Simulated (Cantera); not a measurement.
Hydrogen reduction and annealing atmospheres: NiS + H₂

Input: 1 mol NiS, 90 mol H₂, held at 75.0 Torr.

Method: chemical equilibrium by Gibbs-energy minimisation in Cantera with the NASA 1993 tables (ideal gas, pure condensed phases). Candidate condensed phases: Ni, NiS, NiS₂, Ni₃S₂, Ni₃S₄, S; 9 gas species. Metal and sulfide melt together well below either melting point, which pure phases cannot show. Mutual solubility and eutectic melting of coexisting phases are not modelled. Gases not in the tables: S₃ to S₇. Rates play no part.

```csv
T (K),log p H₂,log p H₂S,log p SH,log p H,log p S₂,log p Ni,log p S,log p NiS,n Ni₃S₂(s),n Ni(s),n Ni₃S₂(l),n Ni(l)
848,-1.00,-3.43,-9.69,-11.22,-10.80,<-13,<-13,<-13,0.333,0,0,0
948,-1.00,-3.43,-8.62,-9.78,-9.64,<-13,<-13,<-13,0.333,0,0,0
1048,-1.00,-3.37,-7.70,-8.61,-8.58,<-13,-11.93,<-13,0.309,0.0738,0,0
1148,-1.00,-3.22,-6.83,-7.65,-7.48,-11.80,-10.44,-11.73,0,0.320,0.227,0
1248,-1.00,-3.10,-6.11,-6.83,-6.59,-10.26,-9.21,-10.25,0,0.566,0.145,0
1348,-1.00,-3.01,-5.51,-6.14,-5.85,-8.94,-8.17,-9.00,0,0.812,0.0625,0
1448,-1.00,-2.96,-5.02,-5.54,-5.26,-7.82,-7.29,-7.95,0,1.000,0,0
1548,-1.00,-2.97,-4.64,-5.01,-4.86,-6.83,-6.59,-7.10,0,1.000,0,0
1648,-1.00,-3.00,-4.33,-4.55,-4.54,-5.98,-5.98,-6.36,0,0.999,0,0
1748,-1.00,-3.04,-4.07,-4.14,-4.29,-5.22,-5.46,-5.74,0,0,0,0.993
```
log p: log10 of the partial pressure in bar; n: condensed amount in mol.

From 848 K to 948 K the condensed part is Ni₃S₂(s). At 1048 K the condensed part is Ni(s) + Ni₃S₂(s). From 1148 K to 1348 K the condensed part is Ni(s) + Ni₃S₂(l). From 1448 K to 1648 K the condensed part is Ni(s). At 1748 K the condensed part is Ni(l).
